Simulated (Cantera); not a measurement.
A closed system holds: 1 mol Si2H6, 14 mol CO2, 4.8 mol O3, equilibrated at 0.120 Torr.

Cantera equilibrium calculation (NASA polynomials, part measured and part estimated; ideal gas, pure solids and liquids). Candidate condensed phases: C, C6H6, C7H8, C8H18, H2O, Si, SiC, SiO2; 123 gas species. The feed counts by its element totals alone. Rates play no part. All values below are at 627 °C.

Base state: CO2 0.676, O2 0.179, H2O 0.145 (mole fractions); condensed: SiO2(β-quartz).

### Question
What changes in the equilibrium state with this change: Si2H6 replaced by SiH4?

### Answer
```
species              before   after
-------------------  ------  ------
CO2                   0.676   0.660
O2                    0.179   0.245
H2O                   0.145  0.0943
SiO2(β-quartz), mol    2.00    1.00
```
